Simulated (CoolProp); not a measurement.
Vapour-liquid equilibrium of ethylene (1) + propylene (2) at -52.85 °C; x and y are mole fractions of (1).

The numbers come from the multi-fluid Helmholtz-energy mixture model, Smukala 2000 and Lemmon 2013; pair parameters Bell 2016 in CoolProp.

```
x     bubble pressure, mixture model (bar)  bubble pressure, Raoult's law (bar)  y, mixture model  y, Raoult's law
----  ------------------------------------  -----------------------------------  ----------------  ---------------
0.05                                 1.232                                1.237             0.378            0.391
0.15                                 2.117                                2.124             0.665            0.682
0.25                                 3.000                                3.011             0.785            0.802
0.35                                 3.876                                3.898             0.850            0.868
0.45                                 4.741                                4.785             0.892            0.909
0.55                                 5.599                                5.672             0.921            0.937
0.65                                 6.455                                6.559             0.944            0.958
0.75                                 7.322                                7.446             0.962            0.973
0.85                                 8.217                                8.333             0.978            0.986
0.95                                 9.162                                9.220             0.993            0.996
```

The largest gap from Raoult's law is -1.7 % in bubble pressure, at x = 0.75. No azeotrope shows between x = 0.05 and 0.95.

The pair parameters rest on a limited set of measurements; away from them the model extrapolates.
